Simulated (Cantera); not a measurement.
## Aluminium nitride and oxide growth: Al + H₂O + N₂ + HCl

Charge: 1 mol Al, 4.9 mol H₂O, 27 mol N₂, 0.00027 mol HCl, equilibrated at 7.10 mbar.

These are equilibrium values from Cantera (NASA tables, ideal gas, pure condensed phases), not measurements of a reactor. Candidate condensed phases: Al, AlCl₃, AlN, Al₂O₃, H₂O, NH₄Cl; 45 gas species. The numbers say what is thermodynamically allowed, not how fast it happens.

```
T (K)   x N₂  x H₂O    x H₂       x H  n Al₂O₃(s)
-----  -----  -----  ------  --------  ----------
1400   0.846  0.107  0.0470   1.25e-5       0.500
1450   0.846  0.107  0.0470   2.43e-5       0.500
1500   0.846  0.107  0.0470   4.53e-5       0.500
1550   0.846  0.107  0.0470   8.10e-5       0.500
1600   0.846  0.107  0.0470  0.000140       0.500
1650   0.846  0.107  0.0469  0.000234       0.500
1700   0.846  0.107  0.0468  0.000378       0.500
1750   0.846  0.106  0.0468  0.000597       0.500
1800   0.846  0.106  0.0466  0.000918       0.500
1850   0.846  0.106  0.0465   0.00138       0.500
1900   0.845  0.106  0.0462   0.00202       0.500
1950   0.845  0.106  0.0459   0.00292       0.500
2000   0.844  0.105  0.0456   0.00412       0.500
2050   0.843  0.104  0.0453   0.00573       0.500
```
x: gas mole fraction; n: condensed amount in mol.

From 1400 K to 2050 K the condensed part is Al₂O₃(s).
